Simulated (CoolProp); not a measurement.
R11 at 293.15 K and 0.00695 MPa is compressed adiabatically to 0.0155 MPa with isentropic efficiency 0.75. Each further row changes one setting.

Computed with CoolProp (reference Helmholtz-energy equation of state, Jacobsen 1992).

| case | work (kJ/kg) | final temperature (K) | final density (kg/m³) |
|---|---|---|---|
| as stated | 19.7 | 327.2 | 0.786 |
| efficiency 1 | 14.8 | 318.9 | 0.806 |
| efficiency 0.65 | 22.8 | 332.3 | 0.773 |
